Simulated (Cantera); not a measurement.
What does this Cantera script print?

```python
import numpy as np
import cantera as ct

gas_names = """
    C CO CO2 C2 C2O C3 C3O2 C4 C5 O O2 O3 Pb PbO Pb2
""".split()
cond_names = """
    C(gr) Pb(cr) Pb(L) PbO(rd) PbO(yw) PbO(L) PbO2(s) Pb3O4(s)
""".split()


# ... load() reads the species with a 1 bar reference pressure and builds the phases ...
atoms = {
    'PbO': {'Pb': 1, 'O': 1},
    'C': {'C': 1},
    'CO': {'C': 1, 'O': 1},
}
top_T = {'C(gr)': 4500, 'Pb3O4(s)': 820}  # K; cautious upper limits of use, not melting points


# ... equilibrate(T, P, feed) seeds the gas with the atoms and calls Mixture.equilibrate('TP', solver="vcs", rtol=1e-11, max_steps=5000) ...
results = []
feed = {'PbO': 1, 'C': 3, 'CO': 0.14}  # mol
P = 100000  # Pa
for T in [1575, 1675, 1775, 1875, 1975, 2075, 2175, 2275, 2375]:
    mix = equilibrate(T, P, feed)
    results.append((T, P, feed, dict(zip(mix.species_names, mix.species_moles))))
    x = sorted(zip(gas.X, gas.species_names), reverse=True)
    print(f"T = {T:g} K  P = {P:g} Pa  gas = {mix.phase_moles(0):.4g} mol")
    print("   x: " + "  ".join(f"{s} {v:.3e}" for v, s in x if v > 0.0001))
    print("   condensed (mol): " + ("  ".join(f"{mix.phase(i).name} {mix.phase_moles(i):.4g}"
          for i in range(1, mix.n_phases) if mix.phase_moles(i) > 1e-12) or "none"))
```

It prints:

```
T = 1575 K  P = 100000 Pa  gas = 1.198 mol
   x: CO 9.508e-01  Pb 4.887e-02  CO2 3.198e-04
   condensed (mol): C(gr) 2  Pb(L) 0.9414
T = 1675 K  P = 100000 Pa  gas = 1.282 mol
   x: CO 8.888e-01  Pb 1.109e-01  CO2 1.325e-04  Pb2 1.251e-04
   condensed (mol): C(gr) 2  Pb(L) 0.8575
T = 1775 K  P = 100000 Pa  gas = 1.479 mol
   x: CO 7.706e-01  Pb 2.289e-01  Pb2 4.138e-04
   condensed (mol): C(gr) 2  Pb(L) 0.6602
T = 1875 K  P = 100000 Pa  gas = 2.027 mol
   x: CO 5.623e-01  Pb 4.365e-01  Pb2 1.198e-03
   condensed (mol): C(gr) 2  Pb(L) 0.1102
T = 1975 K  P = 100000 Pa  gas = 2.138 mol
   x: CO 5.333e-01  Pb 4.656e-01  Pb2 1.108e-03
   condensed (mol): C(gr) 2
T = 2075 K  P = 100000 Pa  gas = 2.138 mol
   x: CO 5.332e-01  Pb 4.659e-01  Pb2 9.169e-04
   condensed (mol): C(gr) 2
T = 2175 K  P = 100000 Pa  gas = 2.138 mol
   x: CO 5.331e-01  Pb 4.661e-01  Pb2 7.702e-04
   condensed (mol): C(gr) 2
T = 2275 K  P = 100000 Pa  gas = 2.139 mol
   x: CO 5.331e-01  Pb 4.663e-01  Pb2 6.549e-04
   condensed (mol): C(gr) 2
T = 2375 K  P = 100000 Pa  gas = 2.139 mol
   x: CO 5.330e-01  Pb 4.664e-01  Pb2 5.629e-04
   condensed (mol): C(gr) 2
```

Method: chemical equilibrium by Gibbs-energy minimisation in Cantera with the NASA 1993 tables (ideal gas, pure condensed phases).
